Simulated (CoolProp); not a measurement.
Model: reference Helmholtz-energy equation of state, Gao 2020, in CoolProp.

Problem. Give the vapour pressure (kPa), liquid density (kg/m³), liquid cp (kJ/(kg K)), vapour Z of saturated ammonia at 30.65 °C.

Solution. 
```
T (°C)  p (kPa)  liquid density (kg/m³)  liquid cp (kJ/(kg K))  vapour Z
------  -------  ----------------------  ---------------------  --------
30.65      1190                     594                   4.83     0.870
```
